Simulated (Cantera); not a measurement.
Charge: 1 mol C2H6, a varied amount of CO2, 3.3 mol N2, equilibrated at 100 Torr.

Cantera equilibrium calculation (NASA polynomials, part measured and part estimated; ideal gas, pure solids and liquids). Candidate condensed phases: C, C6H6, C7H8, C8H18, H2O; 136 gas species. The numbers say what is thermodynamically allowed, not how fast it happens.

**Question.** What condenses at these points (T in K, n(CO2) in mol): (1173, 4.8); (1323, 0.61); (2973, 0.31); (1323, 0.31); (2373, 4.8)?

**Answer.** 
```json
[
 {"T (K)": "1173", "n(CO2) in mol": "4.8", "condensed phases": "gas only", "C condensed (%)": "0.0"},
 {"T (K)": "1323", "n(CO2) in mol": "0.61", "condensed phases": "C", "C condensed (%)": "53.2"},
 {"T (K)": "2973", "n(CO2) in mol": "0.31", "condensed phases": "C", "C condensed (%)": "35.1"},
 {"T (K)": "1323", "n(CO2) in mol": "0.31", "condensed phases": "C", "C condensed (%)": "73.1"},
 {"T (K)": "2373", "n(CO2) in mol": "4.8", "condensed phases": "gas only", "C condensed (%)": "0.0"}
]
```
